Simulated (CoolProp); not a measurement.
Properties of m-xylene along the isobar 557 kPa (Tc = 343.7 °C, pc = 3535 kPa, ω = 0.326).

Model: reference Helmholtz-energy equation of state, Zhou 2012, in CoolProp.

```csv
T (°C),phase,density (kg/m³),speed of sound (m/s),Joule-Thomson coefficient (K/MPa),expansivity (1/kK),viscosity (µPa s),conductivity (mW/(m K))
86.05,liquid,806.4,1078,-0.3838,1.131,326,114
112.15,liquid,782.2,978.9,-0.3387,1.211,267,108
138.25,liquid,756.9,884.0,-0.2877,1.313,221,101
164.35,liquid,730.1,792.5,-0.2267,1.448,185,95.3
190.35,liquid,701.6,703.1,-0.1489,1.634,155,89.9
242.55,gas,15.58,182.9,15.97,2.929,11.2,29.8
268.65,gas,14.50,191.3,12.92,2.572,11.8,32.9
294.65,gas,13.61,198.8,10.73,2.315,12.4,36.2
320.75,gas,12.85,205.7,9.090,2.118,13.0,39.5
346.85,gas,12.18,212.1,7.834,1.961,13.5,42.9
```

Viscosity comes from a separate model (Cao 2016). Thermal conductivity comes from a separate model (Mylona 2014).
